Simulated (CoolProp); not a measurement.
Vapour-liquid equilibrium of methanol (1) + m-xylene (2) at 410.7 K; x and y are mole fractions of (1).

The numbers come from the multi-fluid Helmholtz-energy mixture model, de Reuck 1993 and Zhou 2012; pair parameters Bell 2016 in CoolProp.

```csv
x,"bubble pressure, mixture model (MPa)","bubble pressure, Raoult's law (MPa)","y, mixture model","y, Raoult's law"
0.05,0.2701,0.1436,0.633,0.357
0.125,0.4499,0.2132,0.779,0.601
0.2,0.5652,0.2827,0.825,0.725
0.275,0.6405,0.3523,0.848,0.800
0.35,0.6921,0.4218,0.861,0.850
0.425,0.7306,0.4914,0.871,0.886
0.5,0.7630,0.5609,0.880,0.913
0.575,0.7938,0.6305,0.889,0.934
0.65,0.8259,0.7000,0.900,0.951
0.725,0.8611,0.7695,0.912,0.965
0.8,0.9004,0.8391,0.929,0.977
0.875,0.9440,0.9086,0.951,0.987
0.95,0.9914,0.9782,0.978,0.995
```

The largest gap from Raoult's law is +111.0 % in bubble pressure, at x = 0.125. No azeotrope shows between x = 0.05 and 0.95.

Pair parameters are fitted to limited data, so mixtures are less certain than the pure fluids. With so large a gap from Raoult's law the liquid may split in two, which this calculation doesn't test in full.
